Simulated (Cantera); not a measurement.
Input: 1 mol Si, 0.001 mol H2O, 170 mol N2, held at 2048 K and 1.33 mbar.

Cantera equilibrium calculation (NASA polynomials, part measured and part estimated; ideal gas, pure solids and liquids). Candidate condensed phases: H2O, Si, SiO2, Si2N2O, Si3N4; 35 gas species. The tables' values for SiN are old estimates; treat these amounts as uncertain. The numbers say what is thermodynamically allowed, not how fast it happens.

Base state: N2 0.994, Si 0.00577, SiN 4.89e-5, H 1.16e-5 (mole fractions); condensed: gas only.

Problem. What changes in the equilibrium state with this change: Si replaced by SiC?

Solution. 
| species | before | after |
|---|---|---|
| N2 | 0.994 | 0.996 |
| Si | 0.00577 | 0.00370 |
| SiC2 | 0 | 0.000190 |
| Si2C | 0 | 0.000123 |
| CN | 0 | 2.85e-5 |
| SiN | 4.89e-5 | 3.14e-5 |
| H | 1.16e-5 | 8.93e-6 |
| C(graphite), mol | 0 | 0.619 |
| SiC(s), mol | 0 | 0.287 |
Further candidate phases: C, C6H6, C7H8, C8H18, SiC.
